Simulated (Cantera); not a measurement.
## Low-pressure radical oxidation in H2/O2

An isothermal, constant-pressure homogeneous reactor starts with 20.6 % H2, 79.4 % O2, equivalence ratio 0.13, at 1000 K and 0.0133 bar.

Cantera simulation using the H2/O2 subset of GRI-Mech 3.0, which has no nitrogen chemistry; the numbers are that mechanism's predictions, not measurements. Radical loss at walls, strong at low pressure, is not modelled. The temperature is held fixed by assumption; the heat of reaction is taken as removed at once.

| t (s) | x H2 | x O2 | x H | x OH | x H2O | x HO2 |
|---|---|---|---|---|---|---|
| 0.000100 | 0.206 | 0.794 | 1.56e-10 | 2.09e-11 | 3.51e-11 | 1.60e-10 |
| 0.000351 | 0.206 | 0.794 | 1.08e-9 | 2.00e-10 | 1.01e-9 | 5.71e-10 |
| 0.00123 | 0.206 | 0.794 | 1.71e-7 | 3.37e-8 | 2.56e-7 | 4.83e-9 |
| 0.00433 | 0.0366 | 0.718 | 0.0771 | 0.00654 | 0.130 | 1.34e-5 |
| 0.0152 | 0.00247 | 0.760 | 0.00557 | 0.00218 | 0.221 | 1.57e-5 |
| 0.0534 | 0.000130 | 0.769 | 4.75e-5 | 0.000397 | 0.230 | 5.04e-6 |
| 0.187 | 8.46e-6 | 0.770 | 9.51e-7 | 0.000109 | 0.230 | 7.36e-7 |
| 0.658 | 8.40e-7 | 0.770 | 4.64e-8 | 4.00e-5 | 0.230 | 1.18e-7 |
| 2.31 | 1.35e-7 | 0.770 | 3.92e-9 | 1.75e-5 | 0.230 | 2.46e-8 |
| 8.11 | 2.87e-8 | 0.770 | 4.37e-10 | 8.43e-6 | 0.230 | 6.08e-9 |
| 28.5 | 7.01e-9 | 0.770 | 5.59e-11 | 4.24e-6 | 0.230 | 1.78e-9 |
| 100 | 1.84e-9 | 0.770 | 7.75e-12 | 2.19e-6 | 0.230 | 8.34e-10 |
x: mole fraction; the columns are a selection and need not sum to one.

Equilibrium at this temperature and pressure: H2 2.00e-10, O2 0.770, H <1e-12, OH 7.12e-7, H2O 0.230, HO2 1.27e-9 (gas phase only).
